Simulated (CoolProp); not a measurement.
n-hexane at 293.15 K and 0.998 MPa flows at 0.12 m/s in a round tube of 25 mm bore and 45 µm roughness, fully developed (64/Re and Nu = 3.66 if laminar; Colebrook and Gnielinski if turbulent). Each further row changes one setting.

Values from CoolProp's reference Helmholtz-energy equation of state, Thol 2019.

| case | Reynolds number | Darcy friction factor | pressure drop (Pa/m) | heat-transfer coefficient (W/(m² K)) | mass flow (kg/h) |
|---|---|---|---|---|---|
| as stated | 6270 | 0.0372 | 7.08 | 237 | 140 |
| velocity 0.24 m/s | 12500 | 0.0320 | 24.4 | 469 | 280 |
| diameter 50 mm | 12500 | 0.0306 | 2.91 | 227 | 560 |

Viscosity comes from a separate model (Michailidou 2013). Thermal conductivity comes from a separate model (Assael 2013).
